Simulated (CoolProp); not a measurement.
Sulfur hexafluoride at 293.15 K and 1.44 MPa flows at 0.31 m/s in a round tube of 100 mm bore and 15 µm roughness, fully developed (64/Re and Nu = 3.66 if laminar; Colebrook and Gnielinski if turbulent). Each further row changes one setting.

Values from CoolProp's reference Helmholtz-energy equation of state, Guder 2009.

```tsv
case	Reynolds number	Darcy friction factor	pressure drop (Pa/m)	heat-transfer coefficient (W/(m² K))	mass flow (kg/h)
as stated	214000	0.0166	0.862	57.0	947
velocity 0.62 m/s	428000	0.0152	3.16	104	1890
diameter 200 mm	428000	0.0144	0.375	49.6	3790
```

Viscosity comes from a separate model (Quiñones-Cisneros 2012). Thermal conductivity comes from a separate model (Assael 2012).
